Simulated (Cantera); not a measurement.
A Cantera script and its output.

```python
import numpy as np
import cantera as ct

gas = ct.Solution("gri30.yaml")
gas.TPX = 525, 23000, {'CH4': 1, 'C2H6': 0.097, 'O2': 3.16, 'N2': 11.9}
flame = ct.FreeFlame(gas, width=0.11)
flame.set_refine_criteria(ratio=3, slope=0.08, curve=0.16)
flame.transport_model = "unity-Lewis-number"
flame.solve(loglevel=0, auto=True)
z, T = flame.grid, flame.T
thick = (T[-1] - T[0]) / np.gradient(T, z).max()
show = ['CH4', 'C2H6', 'O2', 'NO', 'HO2', 'CH3']
print(f"laminar burning velocity  {flame.velocity[0] * 100:.3f} cm/s")
print(f"burnt temperature         {T[-1]:.1f} K")
print(f"thermal thickness         {thick * 1e3:.4f} mm")
print(f"grid points               {len(z)}")
z0 = z[flame.heat_release_rate.argmax()]
print(f"{'z/mm':>9s}{'T/K':>9s}{'u/(m/s)':>9s}" + "".join(f"{s:>11s}" for s in show))
rows = []
for k in (-3, -2, -1.5, -1, -0.5, -0.25, 0, 0.25, 0.5, 1, 2, 4, 8):
    zz = z0 + k * thick
    rows.append([k * thick, np.interp(zz, z, T), np.interp(zz, z, flame.velocity),
                 *(np.interp(zz, z, flame.X[gas.species_index(s)]) for s in show)])
    print(f"{rows[-1][0] * 1e3:9.3f}{rows[-1][1]:9.1f}{rows[-1][2]:9.3f}" + "".join(f"{x:11.3e}" for x in rows[-1][3:]))
```

It prints:

```
laminar burning velocity  79.411 cm/s
burnt temperature         2057.7 K
thermal thickness         1.5614 mm
grid points               127
     z/mm      T/K  u/(m/s)        CH4       C2H6         O2         NO        HO2        CH3
   -4.684    525.3    0.795  6.188e-02  6.002e-03  1.956e-01  4.686e-10  1.141e-07  1.160e-08
   -3.123    528.7    0.800  6.171e-02  5.983e-03  1.952e-01  5.476e-09  1.308e-06  1.424e-07
   -2.342    538.0    0.814  6.123e-02  5.931e-03  1.944e-01  1.999e-08  4.535e-06  5.917e-07
   -1.561    588.2    0.891  5.864e-02  5.650e-03  1.896e-01  1.074e-07  1.949e-05  5.166e-06
   -0.781    872.5    1.332  4.333e-02  3.994e-03  1.616e-01  7.687e-07  6.250e-05  1.763e-04
   -0.390   1197.2    1.847  2.471e-02  1.863e-03  1.271e-01  1.658e-06  1.156e-04  9.870e-04
    0.000   1540.9    2.406  5.387e-03  1.208e-04  8.630e-02  2.980e-06  9.570e-05  8.378e-04
    0.390   1662.8    2.601  2.884e-04  3.441e-07  6.660e-02  4.406e-06  1.125e-05  5.126e-05
    0.781   1698.0    2.652  9.109e-06  4.671e-10  6.134e-02  5.517e-06  5.035e-06  1.677e-06
    1.561   1745.5    2.717  2.508e-08  2.394e-14  5.793e-02  7.306e-06  4.216e-06  5.107e-09
    3.123   1809.8    2.804  4.158e-13  1.050e-21  5.575e-02  1.019e-05  3.421e-06  1.018e-13
    6.246   1882.7    2.901  7.894e-19  2.706e-30  5.419e-02  1.457e-05  2.518e-06  8.918e-18
   12.491   1950.6    2.990  1.568e-19  2.818e-31  5.273e-02  2.158e-05  1.717e-06  1.613e-18
```

Model: GRI-Mech 3.0 (53 species, 325 reactions), integrated in Cantera. Unity Lewis numbers drop preferential diffusion, which matters most where H2 and H carry the flame. Burning velocities carry a grid error of a few per cent, more on coarse grids.
